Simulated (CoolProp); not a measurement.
Toluene at several states: density (kg/m³) from the reference equation and from simpler models built on Tc = 318.6 °C, pc = 4.126 MPa, ω = 0.266; each cubic takes its own stable root.

Computed with CoolProp (reference Helmholtz-energy equation of state, Lemmon 2006). It is a short technical equation, of lower accuracy than the large ones.

```json
[
 {"T (°C)": "119.85", "p (MPa)": "8.11", "phase": "liquid", "reference": "780.9", "van der Waals": "477.9", "Redlich-Kwong": "684.1", "Soave-Redlich-Kwong": "704.8", "Peng-Robinson": "794.4"},
 {"T (°C)": "329.55", "p (MPa)": "3.58", "phase": "gas", "reference": "108.7", "van der Waals": "100.4", "Redlich-Kwong": "104.7", "Soave-Redlich-Kwong": "103.6", "Peng-Robinson": "108.2"},
 {"T (°C)": "122.75", "p (MPa)": "1.42", "phase": "liquid", "reference": "768.5", "van der Waals": "455.8", "Redlich-Kwong": "663.6", "Soave-Redlich-Kwong": "688.8", "Peng-Robinson": "778.6"},
 {"T (°C)": "155.65", "p (MPa)": "0.868", "phase": "liquid", "reference": "731.7", "van der Waals": "26.55", "Redlich-Kwong": "623.9", "Soave-Redlich-Kwong": "652.0", "Peng-Robinson": "738.4"}
]
```

At some of these states van der Waals gives the other phase, because its saturation line lies elsewhere.
